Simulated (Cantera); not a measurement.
Input: 1 mol SiCl₄, 1.6 mol Cl₂, 0.34 mol H₂, equilibrated at 950 °C and 5.00 bar.

Method: chemical equilibrium by Gibbs-energy minimisation in Cantera with the NASA 1993 tables (ideal gas, pure condensed phases). Candidate condensed phases: Si; 19 gas species. The numbers say what is thermodynamically allowed, not how fast it happens.

Base state: Cl₂ 0.427, SiCl₄ 0.340, HCl 0.231, Cl 0.00175 (mole fractions); condensed: gas only.

Problem. What changes in the equilibrium state with this change: temperature from 950 °C to 402 °C?

Solution. 
```csv
species,before,after
Cl₂,0.427,0.429
SiCl₄,0.340,0.340
HCl,0.231,0.231
Cl,0.00175,8.84e-8
```
